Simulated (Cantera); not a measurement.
## Premixed flame

A freely propagating, adiabatic, planar premixed flame of CO : H2 : O2 : N2 : CO2 = 1 : 0.61 : 0.619 : 2.33 : 1.3 (molar parts), equivalence ratio 1.3, unburnt at 375 K and 9.87 atm; unity-Lewis-number transport, grid criteria slope 0.08 and curve 0.16, no radiation.

Model: GRI-Mech 3.0 (53 species, 325 reactions), integrated in Cantera. The hydrogen kinetics of GRI-Mech 3.0 are dated; newer H2 mechanisms differ, most at raised pressure. Unity Lewis numbers drop preferential diffusion, which matters most where H2 and H carry the flame. Burning velocities carry a grid error of a few per cent, more on coarse grids.

```tsv
z (mm)	T (K)	u (m/s)	x CO	x H2	x O2	x H2O2	x NO2	x HO2
-0.197	376	0.256	0.171	0.104	0.106	3.38e-7	<1e-8	1.17e-7
-0.131	384	0.261	0.170	0.104	0.105	2.80e-6	1.77e-8	1.03e-6
-0.0986	403	0.274	0.170	0.102	0.104	8.99e-6	5.71e-8	3.64e-6
-0.0657	488	0.330	0.166	0.0966	0.0992	3.47e-5	2.23e-7	2.01e-5
-0.0329	804	0.532	0.151	0.0737	0.0797	0.000110	6.02e-7	0.000141
-0.0164	1112	0.720	0.135	0.0487	0.0583	0.000123	2.85e-7	0.000333
0	1458	0.918	0.113	0.0183	0.0310	9.15e-6	1.49e-8	0.000175
0.0164	1645	1.02	0.0941	0.00691	0.0153	2.10e-6	<1e-8	6.21e-5
0.0329	1730	1.07	0.0832	0.00541	0.00883	1.27e-6	<1e-8	2.98e-5
0.0657	1799	1.10	0.0738	0.00514	0.00393	6.48e-7	<1e-8	1.11e-5
0.131	1838	1.12	0.0687	0.00499	0.00132	2.68e-7	<1e-8	3.10e-6
0.263	1855	1.13	0.0668	0.00490	0.000332	8.22e-8	<1e-8	5.89e-7
0.526	1861	1.13	0.0663	0.00488	7.68e-5	1.98e-8	<1e-8	8.57e-8
```
x: mole fraction of selected species; z is measured from the peak of heat release.

```json
{
  "laminar_burning_velocity": "25.6 cm/s",
  "thermal_thickness": "0.0657 mm",
  "peak x(H2O2)": "0.000133",
  "peak x(HO2)": "0.000343",
  "grid_points": "114"
}
```
